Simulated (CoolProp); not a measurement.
Saturation properties of hydrogen chloride.

Computed with CoolProp (reference Helmholtz-energy equation of state, Thol 2018).

| T (K) | p (kPa) | liquid density (kg/m³) | enthalpy of vaporisation (kJ/kg) | liquid cp (kJ/(kg K)) | vapour Z |
|---|---|---|---|---|---|
| 248.2 | 1268 | 1017 | 362.3 | 1.813 | 0.8423 |
| 251.9 | 1422 | 1005 | 355.7 | 1.835 | 0.8300 |
| 255.6 | 1590 | 992.6 | 348.8 | 1.860 | 0.8170 |
| 259.3 | 1771 | 979.7 | 341.6 | 1.888 | 0.8034 |
| 263 | 1968 | 966.5 | 334.1 | 1.920 | 0.7891 |
| 266.7 | 2180 | 952.8 | 326.2 | 1.956 | 0.7741 |
| 270.4 | 2408 | 938.6 | 317.9 | 1.998 | 0.7584 |
| 274.1 | 2654 | 924.0 | 309.3 | 2.045 | 0.7418 |
| 277.8 | 2918 | 908.7 | 300.1 | 2.101 | 0.7244 |
| 281.5 | 3201 | 892.7 | 290.4 | 2.166 | 0.7060 |

It boils at 188.2 K under 1 atm.
